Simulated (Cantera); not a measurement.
Input: 1 mol SiHCl3, 0.1 mol C3H8, 260 mol H2, at 0.170 bar.

Cantera equilibrium calculation (NASA polynomials, part measured and part estimated; ideal gas, pure solids and liquids). Candidate condensed phases: C, C6H6, C7H8, C8H18, Si, SiC; 109 gas species. Mutual solubility and eutectic melting of coexisting phases are not modelled. The tables' values for SiCl are old estimates; treat these amounts as uncertain. Gases not in the tables: Si2H6 and higher silanes. The numbers say what is thermodynamically allowed, not how fast it happens.

**Question.** At 1848 K, list the 6 most abundant gas species with their mole fractions, and the condensed phases.

**Answer.** H2 0.988, HCl 0.0107, H 0.00128, SiCl2 0.000337, SiH2 4.11e-5, Si 3.69e-5. Condensed: Si(l) + SiC(s).
